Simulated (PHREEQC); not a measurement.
Consider water at 25 °C with 0.002 mol HF and 2.8e-05 mol MnSO4 per kg of water. Closed to the air; pH follows from the charge balance.

Model: ion-association model, phreeqc.dat, run in PHREEQC.

Precipitation was switched off in this run.

Question: Predict the pH.

Answer: pH 3.06.

Question: In which forms is S present?

Answer: SO4-2 93 %, HSO4- 7.0 % of the S.

Complexes and solids missing from the database can't appear.
